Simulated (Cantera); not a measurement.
A perfectly stirred reactor is fed with 7.19 % CH₄, 2.95 % H₂, 18.8 % O₂, 71.0 % N₂, equivalence ratio 0.84, at 1.10 bar; it is adiabatic with a 500 K inlet, and is followed from long to short residence time, starting on the burning branch (τ in s: 0.03, 0.01, 0.0034, 0.0012, 0.00039, 0.00013, 4.5e-05, 1.5e-05, 5.2e-06).

Detailed kinetics in Cantera: GRI-Mech 3.0 (53 species, 325 reactions).

### Question
Predict: blow-out, bracketed by the residence times tried; x(CH₄) at τ = 30.0 ms; x(H₂) at τ = 30.0 ms; x(O₂) at τ = 30.0 ms; x(HCN) at τ = 30.0 ms; x(CH₄) at τ = 0.390 ms; x(H₂) at τ = 0.390 ms; x(O₂) at τ = 0.390 ms; x(HCN) at τ = 0.390 ms.

### Answer
```
Item                                                                           Value
------------------------------------------------  ----------------------------------
blow-out, bracketed by the residence times tried  burning at 45.0 µs, out at 15.0 µs
x(CH₄) at τ = 30.0 ms                                                        6.69e-6
x(H₂) at τ = 30.0 ms                                                         0.00167
x(O₂) at τ = 30.0 ms                                                          0.0311
x(HCN) at τ = 30.0 ms                                                        1.48e-7
x(CH₄) at τ = 0.390 ms                                                      0.000169
x(H₂) at τ = 0.390 ms                                                        0.00883
x(O₂) at τ = 0.390 ms                                                         0.0399
x(HCN) at τ = 0.390 ms                                                       3.86e-7
```
